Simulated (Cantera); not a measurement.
A perfectly stirred reactor is fed with N2O = 1 (molar parts), at 0.898 atm; it is held at 1400 K, and followed from long to short residence time.

Detailed kinetics in Cantera: GRI-Mech 3.0 (53 species, 325 reactions). GRI-Mech 3.0 was tuned for natural gas; its chemistry of N2O as a main component is partial and can be far from experiment. The temperature is held fixed by assumption; the heat of reaction is taken as removed at once.

Problem. What does this change do: temperature 1400 to 1073 K?

Solution. 
```csv
quantity,before,after
x(N2O) at τ = 18.0 s,0.00484,0.544
x(NO2) at τ = 18.0 s,0.000203,0.000201
x(NO) at τ = 18.0 s,0.0267,0.0153
x(O) at τ = 18.0 s,2.80e-6,1.39e-7
x(N2) at τ = 18.0 s,0.650,0.296
x(N2O) at τ = 0.140 s,0.291,0.993
x(NO2) at τ = 0.140 s,0.000536,2.07e-6
x(NO) at τ = 0.140 s,0.0762,0.000293
x(O) at τ = 0.140 s,1.71e-5,1.86e-7
x(N2) at τ = 0.140 s,0.434,0.00479
```
The mechanism lacks the step 2 NO + O2 → 2 NO2, which can matter for NO2 below about 1400 K.

Problem. What does this change do: temperature 1400 to 1375 K?

Solution. 
```json
[
 {"quantity": "x(N2O) at τ = 18.0 s", "before": "0.00484", "after": "0.00680"},
 {"quantity": "x(NO2) at τ = 18.0 s", "before": "0.000203", "after": "0.000220"},
 {"quantity": "x(NO) at τ = 18.0 s", "before": "0.0267", "after": "0.0276"},
 {"quantity": "x(O) at τ = 18.0 s", "before": "2.80e-6", "after": "2.36e-6"},
 {"quantity": "x(N2) at τ = 18.0 s", "before": "0.650", "after": "0.648"},
 {"quantity": "x(N2O) at τ = 0.140 s", "before": "0.291", "after": "0.363"},
 {"quantity": "x(NO2) at τ = 0.140 s", "before": "0.000536", "after": "0.000487"},
 {"quantity": "x(NO) at τ = 0.140 s", "before": "0.0762", "after": "0.0665"},
 {"quantity": "x(O) at τ = 0.140 s", "before": "1.71e-5", "after": "1.37e-5"},
 {"quantity": "x(N2) at τ = 0.140 s", "before": "0.434", "after": "0.391"}
]
```
The mechanism lacks the step 2 NO + O2 → 2 NO2, which can matter for NO2 below about 1400 K.
